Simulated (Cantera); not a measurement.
Input: 1 mol Si(CH3)4, 3.1 mol H2, 0.3 mol C2H4, at 2423.15 K and 0.0280 bar.

Method: chemical equilibrium by Gibbs-energy minimisation in Cantera with the NASA 1993 tables (ideal gas, pure condensed phases). Candidate condensed phases: C, C6H6, C7H8, C8H18, Si, SiC; 87 gas species. Gases not in the tables: Si2H6 and higher silanes. Equilibrium is a limit: real reactors are often held back by kinetics, nucleation or transport.

Base state: H2 0.869, H 0.0988, Si 0.0186, C2H2 (acetylene) 0.00673, SiC2 0.00384, Si2C 0.00217, SiH 0.000866, SiH2 0.000133 (mole fractions); condensed: C(graphite) + SiC(s).

Question: What changes in the equilibrium state with this change: temperature from 2423.15 K to 1923.15 K?

Answer: 
```json
[
 {"species": "H2", "before": "0.869", "after": "0.994"},
 {"species": "H", "before": "0.0988", "after": "0.00562"},
 {"species": "C2H2 (acetylene)", "before": "0.00673", "after": "0.000449"},
 {"species": "Si", "before": "0.0186", "after": "2.48e-5"},
 {"species": "Si2", "before": "8.79e-5", "after": "8.63e-9"},
 {"species": "SiC2", "before": "0.00384", "after": "7.05e-7"},
 {"species": "Si2C", "before": "0.00217", "after": "4.84e-7"},
 {"species": "C2H", "before": "4.64e-5", "after": "3.62e-8"},
 {"species": "C(graphite), mol", "before": "3.65", "after": "3.59"},
 {"species": "SiC(s), mol", "before": "0.707", "after": "1.000"}
]
```

Question: What changes in the equilibrium state with this change: pressure from 0.0280 bar to 0.590 bar?

Answer: 
```csv
species,before,after
H2,0.869,0.968
H,0.0988,0.0227
C2H2 (acetylene),0.00673,0.00750
Si,0.0186,0.000884
CH4,3.60e-6,9.44e-5
Si2,8.79e-5,4.17e-6
SiC2,0.00384,0.000182
"C(graphite), mol",3.65,3.46
"SiC(s), mol",0.707,0.984
```

Question: What changes in the equilibrium state with this change: temperature from 2423.15 K to 1948.15 K?

Answer: 
```
species            before     after
----------------  -------  --------
H2                  0.869     0.993
H                  0.0988   0.00674
C2H2 (acetylene)  0.00673  0.000536
Si                 0.0186   3.74e-5
Si2               8.79e-5   1.54e-8
SiC2              0.00384   1.21e-6
Si2C              0.00217   8.19e-7
C(graphite), mol     3.65      3.59
SiC(s), mol         0.707     1.000
```
